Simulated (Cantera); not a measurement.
Input (Python, Cantera):

```python
import numpy as np
import cantera as ct

gas = ct.Solution("h2o2.yaml")
gas.TPX = 473, 55000, {'H2': 1, 'O2': 0.455, 'N2': 1.71}
flame = ct.FreeFlame(gas, width=0.061)
flame.set_refine_criteria(ratio=3, slope=0.08, curve=0.16)
flame.transport_model = "mixture-averaged"
flame.solve(loglevel=0, auto=True)
flame.transport_model = "multicomponent"
flame.soret_enabled = False
flame.solve(loglevel=0, refine_grid=True)
z, T = flame.grid, flame.T
thick = (T[-1] - T[0]) / np.gradient(T, z).max()
show = ['H2', 'O2', 'H', 'H2O', 'OH', 'HO2']
print(f"laminar burning velocity  {flame.velocity[0] * 100:.3f} cm/s")
print(f"burnt temperature         {T[-1]:.1f} K")
print(f"thermal thickness         {thick * 1e3:.4f} mm")
print(f"grid points               {len(z)}")
z0 = z[flame.heat_release_rate.argmax()]
print(f"{'z/mm':>9s}{'T/K':>9s}{'u/(m/s)':>9s}" + "".join(f"{s:>11s}" for s in show))
rows = []
for k in (-3, -2, -1.5, -1, -0.5, -0.25, 0, 0.25, 0.5, 1, 2, 4, 8):
    zz = z0 + k * thick
    rows.append([k * thick, np.interp(zz, z, T), np.interp(zz, z, flame.velocity),
                 *(np.interp(zz, z, flame.X[gas.species_index(s)]) for s in show)])
    print(f"{rows[-1][0] * 1e3:9.3f}{rows[-1][1]:9.1f}{rows[-1][2]:9.3f}" + "".join(f"{x:11.3e}" for x in rows[-1][3:]))
```

Result:

```
laminar burning velocity  493.300 cm/s
burnt temperature         2467.8 K
thermal thickness         0.9410 mm
grid points               130
     z/mm      T/K  u/(m/s)         H2         O2          H        H2O         OH        HO2
   -2.823    473.0    4.933  3.160e-01  1.438e-01  8.567e-18  1.777e-14  4.911e-18  1.389e-14
   -1.882    473.0    4.933  3.160e-01  1.438e-01  1.713e-15  1.834e-12  9.054e-16  1.752e-12
   -1.411    473.0    4.933  3.160e-01  1.438e-01  1.435e-13  7.162e-11  3.437e-14  8.672e-11
   -0.941    473.0    4.933  3.159e-01  1.438e-01  3.212e-10  1.592e-08  7.043e-12  2.641e-08
   -0.470    478.5    4.980  3.143e-01  1.439e-01  2.332e-05  1.562e-04  1.033e-05  9.876e-05
   -0.235    678.9    6.927  2.867e-01  1.395e-01  4.692e-03  1.563e-02  7.876e-04  1.656e-04
    0.000   1157.1   11.355  1.716e-01  9.908e-02  4.213e-02  1.065e-01  3.009e-03  5.624e-05
    0.235   1482.2   14.335  7.393e-02  3.840e-02  6.992e-02  2.153e-01  8.985e-03  1.945e-05
    0.470   1627.4   15.626  5.845e-02  2.450e-02  6.618e-02  2.402e-01  1.208e-02  1.102e-05
    0.941   1780.0   16.925  5.817e-02  2.016e-02  5.352e-02  2.506e-01  1.454e-02  7.676e-06
    1.882   1940.8   18.244  5.775e-02  1.658e-02  4.005e-02  2.617e-01  1.618e-02  5.305e-06
    3.764   2097.4   19.484  5.517e-02  1.288e-02  2.803e-02  2.749e-01  1.654e-02  3.520e-06
    7.528   2237.9   20.560  5.089e-02  9.342e-03  1.845e-02  2.888e-01  1.544e-02  2.304e-06
```

Cantera simulation using the H2/O2 subset of GRI-Mech 3.0, which has no nitrogen chemistry; the numbers are that mechanism's predictions, not measurements. Burning velocities carry a grid error of a few per cent, more on coarse grids.
